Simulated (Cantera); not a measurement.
# Thermodynamics of carbon deposition, reforming and gasification, feed C6H6 + O2

A closed system holds: 1 mol C6H6, 0.027 mol O2, held at 3.80 bar.

These are equilibrium values from Cantera (NASA tables, ideal gas, pure condensed phases), not measurements of a reactor. Candidate condensed phases: C, C6H6, C7H8, C8H18, H2O; 110 gas species. The numbers say what is thermodynamically allowed, not how fast it happens.

| T (K) | log p H2 | log p CH4 | log p H2O | log p CO | log p CO2 | log p C2H6 | log p C2H4 | n C(graphite) |
|---|---|---|---|---|---|---|---|---|
| 800 | 0.12 | 0.37 | -0.98 | -2.47 | -2.94 | -4.07 | -6.50 | 4.85 |
| 850 | 0.25 | 0.29 | -1.03 | -2.13 | -2.92 | -4.10 | -6.10 | 4.98 |
| 900 | 0.34 | 0.18 | -1.11 | -1.83 | -2.92 | -4.16 | -5.77 | 5.14 |
| 950 | 0.41 | 0.05 | -1.22 | -1.60 | -2.97 | -4.27 | -5.51 | 5.30 |
| 1000 | 0.46 | -0.09 | -1.37 | -1.43 | -3.10 | -4.40 | -5.30 | 5.44 |
| 1050 | 0.50 | -0.24 | -1.55 | -1.31 | -3.29 | -4.56 | -5.14 | 5.57 |
| 1100 | 0.52 | -0.40 | -1.77 | -1.24 | -3.54 | -4.73 | -5.00 | 5.67 |
log p: log10 of the partial pressure in bar; n: condensed amount in mol.

From 800 K to 1100 K the condensed part is C(graphite). The main C-bearing gas is CH4 throughout. The share of C in condensed phases is highest at 1100 K (94.5 %) and lowest at 800 K (80.8 %).
